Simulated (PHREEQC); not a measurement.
PHREEQC input (Pitzer model, pitzer.dat):

```
SOLUTION 1
  temp 5
  units mol/kgw
  pH 7 charge
  C(4) 0.4
  Na 1.937
  Cl 0.057
  S(6) 0.54
END
USE solution 1
INCREMENTAL_REACTIONS false
REACTION 1
  H2O -1
  0 9.886 18.011 24.689 30.178 34.689 38.397 41.444
  43.949 46.007 moles
EQUILIBRIUM_PHASES 1
  Burkeite 0 0
  Halite 0 0
  Mirabilite 0 0
  Nahcolite 0 0
  Natron 0 0
  Thenardite 0 0
  Trona 0 0
SELECTED_OUTPUT 1
  -reset false
  -pH true
  -pe true
  -ionic_strength true
  -water true
  -activities H2O
  -totals C Cl Na S
  -molalities H+ Na+ Cl- CO3-2 SO4-2 OH- HCO3- CO2 HSO4-
  -equilibrium_phases Burkeite Halite Mirabilite Nahcolite Natron Thenardite Trona
PRINT
  -reset false
END
```

Selected output (columns that matter, 10 of 10 rows; water left (kg) added in front):

```
water left (kg)	pH	mu	C	Cl	Na	S	m_H+	m_Na+	m_Cl-	m_CO3-2	m_SO4-2	m_OH-	la_H2O	Mirabilite
0.955716	11.953	2.2361	0.41853	0.059641	1.5124	0.30784	2.6961e-12	1.5124	0.059641	0.41586	0.30784	0.0026775	-0.011961	0.2458
0.76484	11.996	2.5164	0.52299	0.074525	1.7044	0.29194	2.5048e-12	1.7044	0.074525	0.5201	0.29194	0.0028889	-0.013386	0.31671
0.608625	12.04	2.8936	0.65722	0.093654	1.9623	0.27712	2.3221e-12	1.9623	0.093654	0.65412	0.27712	0.0030978	-0.015267	0.37134
0.480817	12.086	3.4035	0.83192	0.11855	2.3107	0.26417	2.1351e-12	2.3107	0.11855	0.82862	0.26417	0.0032971	-0.017776	0.41298
0.376243	12.137	4.0985	1.0631	0.1515	2.7851	0.25367	1.9272e-12	2.7851	0.1515	1.0597	0.25367	0.0034776	-0.021191	0.44456
0.290658	12.195	5.0587	1.3762	0.19611	3.4402	0.24587	1.6792e-12	3.4402	0.19611	1.3726	0.24587	0.0036266	-0.026009	0.46854
0.220549	12.266	6.4179	1.8137	0.25845	4.3672	0.24075	1.3718e-12	4.3672	0.25845	1.8099	0.24075	0.0037261	-0.033236	0.4869
0.1631	12.356	8.4186	2.4525	0.34948	5.7314	0.23849	9.9533e-13	5.7314	0.34948	2.4487	0.23849	0.0037464	-0.045219	0.5011
0.116044	12.478	11.557	3.447	0.49119	7.8709	0.2429	5.7036e-13	7.8709	0.49119	3.4433	0.2429	0.0036333	-0.068582	0.51181
0.0779703	12.646	16.989	5.1302	0.73105	11.572	0.29033	1.8852e-13	11.572	0.73105	5.1269	0.29033	0.0032721	-0.1276	0.51736
```

Away from 25 °C the constants follow the database's enthalpies or fits; those with neither stay at their 25 °C values.
